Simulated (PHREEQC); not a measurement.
Dissolve 9.7e-05 mol Ca(OH)2 per kg of water at 25 °C. Closed to the air; pH follows from the charge balance.

The numbers come from PHREEQC with the ion-association model, phreeqc.dat.

Precipitation was switched off in this run.

Predict the pH.

pH 10.27.

Species that the database lacks are ignored.
